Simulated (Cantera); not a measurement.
Iron carbonyl, mercury and lead vapours: HgO + H2

Feed: 1 mol HgO, a varied amount of H2, equilibrated at 948 K and 72.0 mbar.

These are equilibrium values from Cantera (NASA tables, ideal gas, pure condensed phases), not measurements of a reactor. Candidate condensed phases: H2O, Hg, HgO; 10 gas species. Rates play no part.

| n(H2) (mol) | log p H2 | log p Hg | log p H2O | log p O2 | log p OH | log p H |
|---|---|---|---|---|---|---|
| 0.2 | -11.94 | -1.35 | -2.05 | -1.74 | -8.19 | <-13 |
| 0.49 | -11.47 | -1.38 | -1.69 | -1.98 | -8.08 | <-13 |
| 1.2 | -2.18 | -1.49 | -1.49 | <-13 | -12.51 | -10.37 |
| 3 | -1.44 | -1.74 | -1.74 | <-13 | -13.14 | -10.00 |
| 7.6 | -1.26 | -2.08 | -2.08 | <-13 | <-13 | -9.91 |
| 19 | -1.19 | -2.44 | -2.44 | <-13 | <-13 | -9.87 |
| 47 | -1.16 | -2.82 | -2.82 | <-13 | <-13 | -9.86 |
log p: log10 of the partial pressure in bar; nothing condenses.

From 0.2 mol H2 to 47 mol H2 nothing is condensed. The main Hg-bearing gas is Hg throughout.
